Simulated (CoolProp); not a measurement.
Vapour-liquid equilibrium of R22 (1) + methanol (2) at 0.366 MPa; x and y are mole fractions of (1).

Model: multi-fluid Helmholtz-energy mixture model, Kamei 1995 and de Reuck 1993; pair parameters Bell 2016, in CoolProp.

```csv
x,"bubble temperature, mixture model (K)","bubble temperature, Raoult's law (K)","y, mixture model","y, Raoult's law"
0.05,…,354.2,…,0.511
0.2,303.8,316.5,…,0.909
0.35,…,297.1,0.978,0.971
0.5,279.3,285.2,…,0.989
0.65,273.9,276.8,…,0.995
0.8,…,270.5,…,0.998
0.95,265.5,265.5,0.999,1.000
```

Problem. Fill in the missing entries.

Solution. 
- 0.05, bubble temperature, mixture model (K): 347.7
- 0.05, y, mixture model: 0.597
- 0.2, y, mixture model: 0.943
- 0.35, bubble temperature, mixture model (K): 287.6
- 0.5, y, mixture model: 0.988
- 0.65, y, mixture model: 0.993
- 0.8, bubble temperature, mixture model (K): 269.7
- 0.8, y, mixture model: 0.996

The largest gap from Raoult's law is -12.7 K in bubble temperature, at x = 0.2. No azeotrope shows between x = 0.05 and 0.95.

Pair parameters are fitted to limited data, so mixtures are less certain than the pure fluids.
